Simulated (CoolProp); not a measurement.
A closed Brayton cycle with dry air: compressor inlet 317.15 K and 3.3 MPa, high pressure 7.74 MPa, turbine inlet 835 K, compressor efficiency 0.8, turbine efficiency 0.9, recuperator effectiveness 0.8 (on enthalpy, no pinch check). Each further row changes one setting.

The numbers come from the reference Helmholtz-energy equation of state, Lemmon 2000 in CoolProp. It is a pseudo-pure fit of the blend.

```tsv
case	thermal efficiency (%)	net work (kJ/kg)	compressor to turbine work	compressor exit (K)	turbine exit (K)
as stated	[?]	56.9	0.66	426.8	683.4
turbine inlet 785 K	22.7	46.8	[?]	426.8	641.1
compressor inlet 327.15 K	24.0	[?]	0.68	440.1	683.4
high pressure 6.58 MPa	[?]	[?]	[?]	403.8	710.1
recuperator effectiveness 0.5	18.6	56.9	0.66	426.8	683.4
```

Complete the blanks.


- as stated, thermal efficiency (%): 25.3
- turbine inlet 785 K, compressor to turbine work: 0.70
- compressor inlet 327.15 K, net work (kJ/kg): 53.3
- high pressure 6.58 MPa, thermal efficiency (%): 24.8
- high pressure 6.58 MPa, net work (kJ/kg): 51.1
- high pressure 6.58 MPa, compressor to turbine work: 0.63
